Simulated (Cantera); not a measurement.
C2H5OH + H2O (carbon deposition, reforming and gasification)

Charge: 1 mol C2H5OH, a varied amount of H2O, equilibrated at 1775 K and 2.20 mbar.

These are equilibrium values from Cantera (NASA tables, ideal gas, pure condensed phases), not measurements of a reactor. Candidate condensed phases: C, C6H6, C7H8, C8H18, H2O; 110 gas species. Equilibrium is a limit: real reactors are often held back by kinetics, nucleation or transport.

| n(H2O) (mol) | x H2 | x CO | x H | x C2H2 (acetylene) | x H2O | x CH4 | x CO2 | n C(graphite) |
|---|---|---|---|---|---|---|---|---|
| 0.092 | 0.734 | 0.260 | 0.00529 | 0.000105 | 1.36e-7 | 9.93e-7 | 1.30e-8 | 0.907 |
| 0.12 | 0.731 | 0.263 | 0.00528 | 0.000104 | 1.37e-7 | 9.85e-7 | 1.33e-8 | 0.879 |
| 0.16 | 0.727 | 0.268 | 0.00526 | 0.000103 | 1.38e-7 | 9.73e-7 | 1.37e-8 | 0.839 |
| 0.21 | 0.722 | 0.273 | 0.00524 | 0.000103 | 1.40e-7 | 9.59e-7 | 1.43e-8 | 0.789 |
| 0.27 | 0.716 | 0.279 | 0.00522 | 0.000102 | 1.42e-7 | 9.43e-7 | 1.49e-8 | 0.729 |
| 0.35 | 0.708 | 0.286 | 0.00519 | 0.000101 | 1.44e-7 | 9.24e-7 | 1.57e-8 | 0.649 |
| 0.46 | 0.699 | 0.296 | 0.00516 | 9.95e-5 | 1.47e-7 | 8.99e-7 | 1.67e-8 | 0.539 |
| 0.6 | 0.688 | 0.307 | 0.00512 | 9.79e-5 | 1.50e-7 | 8.72e-7 | 1.80e-8 | 0.399 |
| 0.79 | 0.675 | 0.320 | 0.00507 | 9.61e-5 | 1.54e-7 | 8.39e-7 | 1.96e-8 | 0.209 |
| 1 | 0.662 | 0.332 | 0.00502 | 8.77e-7 | 1.62e-6 | 7.80e-8 | 2.19e-7 | 0 |
x: gas mole fraction; n: condensed amount in mol.

From 0.092 mol H2O to 0.79 mol H2O the condensed part is C(graphite). At 1 mol H2O nothing is condensed. The main C-bearing gas is CO throughout. The share of C in condensed phases is highest at 0.092 mol H2O (45.4 %) and lowest at 1 mol H2O (0.0 %).
